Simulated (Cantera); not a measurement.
An isothermal, constant-pressure homogeneous reactor starts with CH₄ : O₂ : N₂ = 0.016 : 0.0032 : 1 (molar parts), at 1225 K and 760 Torr. Integrator tolerance rtol = 1e-08.

Cantera simulation using GRI-Mech 3.0 (53 species, 325 reactions); the numbers are that mechanism's predictions, not measurements. GRI-Mech 3.0 stops at C3 and has no aromatics, soot or wall deposition, so with more carbon than oxygen in the feed, carbon stays in small species such as C2H2 where larger ones or solid carbon would form.

```csv
quantity,before,after
x(CH₄) at 4.00 s,0.0154 (gas-phase equilibrium 0.00205),0.0149 (gas-phase equilibrium 0.00151)
x(O₂) at 4.00 s,0.00297 (gas-phase equilibrium <1e-12),0.00274 (gas-phase equilibrium <1e-12)
x(HCN) at 4.00 s,<1e-12 (gas-phase equilibrium 0.00645),<1e-12 (gas-phase equilibrium 0.00695)
x(NO) at 4.00 s,<1e-12 (gas-phase equilibrium <1e-12),1.01e-12 (gas-phase equilibrium <1e-12)
x(C₂H₆) at 4.00 s,5.43e-5 (gas-phase equilibrium 1.63e-7),8.04e-5 (gas-phase equilibrium 9.93e-8)
x(CH₃) at 4.00 s,1.70e-6 (gas-phase equilibrium 8.08e-8),2.99e-6 (gas-phase equilibrium 9.17e-8)
```

**Question.** Which change was made?
(A) pressure from 760 Torr to 1650 Torr
(B) temperature 1225 to 998 K
(C) temperature 1225 to 1250 K
(D) temperature 1225 to 1550 K

**Answer.** C, temperature 1225 to 1250 K
